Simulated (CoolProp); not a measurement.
Properties of the fluoroketone C6F12O (FK-5-1-12) along the isotherm 184.15 °C (Tc = 168.7 °C, pc = 1.869 MPa, ω = 0.471).

Values from CoolProp's reference Helmholtz-energy equation of state, McLinden 2015.

| p (MPa) | phase | cp (kJ/(kg K)) | fugacity coefficient |
|---|---|---|---|
| 0.0668 | gas | 1.022 | 0.9890 |
| 0.134 | gas | 1.025 | 0.9781 |
| 0.2 | gas | 1.028 | 0.9674 |
| 0.267 | gas | 1.031 | 0.9566 |
| 0.334 | gas | 1.034 | 0.9458 |
| 0.401 | gas | 1.038 | 0.9351 |
| 0.467 | gas | 1.042 | 0.9246 |
| 0.534 | gas | 1.046 | 0.9140 |
| 0.601 | gas | 1.051 | 0.9035 |
| 0.668 | gas | 1.055 | 0.8930 |
| 0.734 | gas | 1.061 | 0.8826 |
| 0.801 | gas | 1.066 | 0.8722 |
| 0.868 | gas | 1.073 | 0.8618 |
| 0.935 | gas | 1.079 | 0.8514 |
